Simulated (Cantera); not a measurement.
A perfectly stirred reactor is fed with 4.21 % H2, 95.8 % O2, at 0.0133 bar; it is held at 1450 K, and followed from long to short residence time.

Computed with Cantera and the H2/O2 subset of GRI-Mech 3.0, which has no nitrogen chemistry. Radical loss at walls, strong at low pressure, is not modelled. The temperature is held fixed by assumption; the heat of reaction is taken as removed at once.

x: mole fraction; the columns are a selection and need not sum to one.

| τ (s) | x H2 | x O2 | x OH | x H2O | x HO2 | x H | x O |
|---|---|---|---|---|---|---|---|
| 9.7 | [?] | 0.955 | 0.00130 | 0.0423 | 2.72e-7 | 3.99e-5 | 0.00148 |
| 3.0 | [?] | 0.953 | 0.00189 | 0.0419 | 4.45e-7 | 0.000124 | 0.00316 |
| 0.95 | [?] | 0.949 | 0.00267 | 0.0412 | 6.75e-7 | 0.000354 | 0.00637 |
| 0.30 | [?] | 0.943 | 0.00362 | 0.0402 | 9.34e-7 | 0.000901 | 0.0119 |
| 0.093 | [?] | 0.935 | 0.00459 | 0.0388 | 1.17e-6 | 0.00188 | 0.0194 |
| 0.029 | [?] | 0.928 | 0.00534 | 0.0374 | 1.32e-6 | 0.00297 | 0.0260 |
| 0.0092 | [?] | 0.924 | 0.00593 | 0.0361 | 1.41e-6 | 0.00374 | 0.0291 |
| 0.0029 | [?] | 0.924 | 0.00671 | 0.0341 | 1.50e-6 | 0.00431 | 0.0286 |

Complete the blanks.


- 9.7, x H2: 3.66e-5
- 3.0, x H2: 7.64e-5
- 0.95, x H2: 0.000152
- 0.30, x H2: 0.000282
- 0.093, x H2: 0.000477
- 0.029, x H2: 0.000743
- 0.0092, x H2: 0.00123
- 0.0029, x H2: 0.00254
